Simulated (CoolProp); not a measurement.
The fluid at 273.07 K and 4.55 MPa (liquid) is heated at constant pressure to 434 K. The same conditions are run with several fluids, on thermodynamics alone (safety and materials aside).

The numbers come from the reference Helmholtz-energy equation of state of each fluid (R142b: Lemmon 2006; n-decane: Lemmon 2006; toluene: Lemmon 2006) in CoolProp.

| fluid | heat (kJ/kg) | final phase | final density (kg/m³) |
|---|---|---|---|
| R142b | ___ | ___ | 227 |
| n-decane | ___ | liquid | ___ |
| toluene | 304 | liquid | ___ |

### Question
Complete the blanks.

### Answer

- R142b, heat (kJ/kg): 308
- R142b, final phase: supercritical
- n-decane, heat (kJ/kg): 387
- n-decane, final density (kg/m³): 625
- toluene, final density (kg/m³): 733
